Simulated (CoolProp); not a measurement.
Vapour-liquid equilibrium of C3F8 (R218) (1) + c-C4F8 (RC318) (2) at 2.57 bar; x and y are mole fractions of (1).

Model: multi-fluid Helmholtz-energy mixture model, Lemmon 2006 and Platzer 1990; pair parameters Bell 2016, in CoolProp. This equation is an older, rougher fit; its heat capacities, sound speeds and derivatives of the liquid may be far off and weren't checked against measurements.

**Question.** Give the bubble temperature and the first vapour's composition at x = 0.35, 0.8, 0.95. Is there an azeotrope?

**Answer.** x = 0.35: 282.4 K, y = 0.558; x = 0.8: 265.0 K, y = 0.945; x = 0.95: 260.6 K, y = 0.989. No azeotrope shows between x = 0.05 and 0.95.

The pair parameters rest on a limited set of measurements; away from them the model extrapolates.
